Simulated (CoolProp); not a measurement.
Vapour-liquid equilibrium of propane (1) + n-pentane (2) at 0.392 MPa; x and y are mole fractions of (1).

The numbers come from the multi-fluid Helmholtz-energy mixture model, Lemmon 2009 and Thol 2019; pair parameters Kunz 2012 in CoolProp.

Question: Give the bubble temperature and the first vapour's composition at x = 0.45, 0.65, 0.75. Is there an azeotrope?

Answer: x = 0.45: 18.0 °C, y = 0.910; x = 0.65: 6.9 °C, y = 0.960; x = 0.75: 2.6 °C, y = 0.975. No azeotrope shows between x = 0.05 and 0.95.

The pair parameters rest on a limited set of measurements; away from them the model extrapolates. The gap from Raoult's law changes sign with composition, which may be real or a fault of the pair parameters; it wasn't checked against measurements.
